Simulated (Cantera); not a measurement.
Ignition delay

Mixture: 5.58 % CH₄, 17.4 % O₂, 65.8 % N₂, 11.2 % H₂O, equivalence ratio 0.64, at 0.780 bar, adiabatic and at constant pressure. Ignition delay is the time to a rise of 400 K.

Model: GRI-Mech 3.0 (53 species, 325 reactions), integrated in Cantera.

```csv
T0 (K),delay (ms)
1075,368
1175,81.9
1275,20.8
1375,5.94
1475,1.93
1575,0.726
1675,0.318
1775,0.158
1875,0.0870
1975,0.0520
```

```
Item                                                     Value
--------------------------------------------------  ----------
apparent activation energy between 1775 and 1975 K  160 kJ/mol
```
